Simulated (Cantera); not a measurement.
Charge: 1 mol CH₂F₂, 2.3 mol H₂, held at 0.100 bar.

Method: chemical equilibrium by Gibbs-energy minimisation in Cantera with the NASA 1993 tables (ideal gas, pure condensed phases). Candidate condensed phases: C, C₆H₆, C₇H₈, C₈H₁₈; 95 gas species. Rates play no part.

### Question
At 2075 °C, list the 5 most abundant gas species with their mole fractions, and the condensed phases.

### Answer
H₂ 0.511, HF 0.459, H 0.0279, C₂H₂ (acetylene) 0.00279, F 3.44e-5. Condensed: C(graphite).
